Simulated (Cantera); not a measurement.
A closed system holds: 1 mol FeS2, 0.093 mol H2S, 1.6 mol O2, equilibrated at 1598.15 K and 0.133 bar.

Equilibrium computed with Cantera from the NASA thermochemical tables; the gas is ideal and each condensed phase is pure. Candidate condensed phases: Fe, FeO, Fe(OH)2, Fe(OH)3, FeS, FeSO4, FeS2, Fe2O3, Fe2(SO4)3, Fe3O4, H2O, H2SO4, S; 22 gas species. Metal and sulfide melt together well below either melting point, which pure phases cannot show. Mutual solubility and eutectic melting of coexisting phases are not modelled. The tables' stoichiometric FeO is somewhat more stable than real wüstite, so its field is too wide. FeO, FeS: taken at fixed stoichiometry. Kinetics and transport are ignored.

Base state: SO2 0.680, S2 0.239, H2O 0.0500, SO 0.0149, S2O 0.00836, H2 0.00458, H2S 0.00190, SH 0.000773 (mole fractions); condensed: FeO(s) + FeS(l).

**Question.** What changes in the equilibrium state with this change: pressure from 0.133 bar to 0.0580 bar?

**Answer.** 
```
species        before     after
-----------  --------  --------
SO2             0.680     0.621
S2              0.239     0.297
H2O            0.0500    0.0474
SO             0.0149    0.0185
H             9.88e-6   1.70e-5
S            0.000159  0.000268
H2            0.00458   0.00590
FeO(s), mol     0.857     1.000
FeS(l), mol     0.143         0
```
FeO: taken at fixed stoichiometry.
